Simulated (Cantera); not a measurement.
# Reactions in the system Cr-H-N-O

Source: NASA polynomial tables (part measured, part estimated), evaluated in Cantera. Values are per mole of reaction as written; species without (g) are pure solids or liquids, kept so even where they would boil at 1 bar.

Cr₂O₃ + NH₃(g) + 3 H(g) ⇌ 3 H₂O(g) + Cr₂N

| T (K) | ΔH° (kJ) | ΔS° (J/K) | ΔG° (kJ) | log10 K |
|---|---|---|---|---|
| 300 | -324.1 | 14.4 | -328.4 | 57.17 |
| 675 | -339.1 | -18.6 | -326.5 | 25.27 |
| 750 | -342.0 | -22.7 | -324.9 | 22.63 |
| 825 | -344.8 | -26.3 | -323.1 | 20.46 |
| 900 | -347.4 | -29.3 | -321.0 | 18.63 |
| 975 | -349.9 | -31.9 | -318.7 | 17.07 |
| 1050 | -352.2 | -34.2 | -316.2 | 15.73 |
| 1125 | -354.3 | -36.2 | -313.6 | 14.56 |
| 1200 | -356.2 | -37.8 | -310.8 | 13.53 |
| 1275 | -357.9 | -39.2 | -307.9 | 12.62 |
| 1350 | -359.5 | -40.4 | -304.9 | 11.80 |
| 1425 | -360.8 | -41.4 | -301.9 | 11.07 |
